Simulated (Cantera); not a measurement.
A perfectly stirred reactor is fed with 4.58 % H2, 95.4 % O2, equivalence ratio 0.024, at 410 Pa; it is held at 1150 K, and followed from long to short residence time.

Detailed kinetics in Cantera: GRI-Mech 3.0 (53 species, 325 reactions). Radical loss at walls, strong at low pressure, is not modelled. The temperature is held fixed by assumption; the heat of reaction is taken as removed at once.

Task: Predict: x(H2) at τ = 0.810 s; x(O2) at τ = 0.810 s; x(H2O2) at τ = 0.810 s; x(H) at τ = 0.810 s; x(O) at τ = 0.810 s; x(H2) at τ = 65.0 ms; x(O2) at τ = 65.0 ms; x(H2O2) at τ = 65.0 ms; x(H) at τ = 65.0 ms; x(O) at τ = 65.0 ms.

Result: 
- x(H2) at τ = 0.810 s = 0.000456
- x(O2) at τ = 0.810 s = 0.940
- x(H2O2) at τ = 0.810 s = 2.82e-8
- x(H) at τ = 0.810 s = 0.00193
- x(O) at τ = 0.810 s = 0.0117
- x(H2) at τ = 65.0 ms = 0.00171
- x(O2) at τ = 65.0 ms = 0.925
- x(H2O2) at τ = 65.0 ms = 3.45e-8
- x(H) at τ = 65.0 ms = 0.00681
- x(O) at τ = 65.0 ms = 0.0243
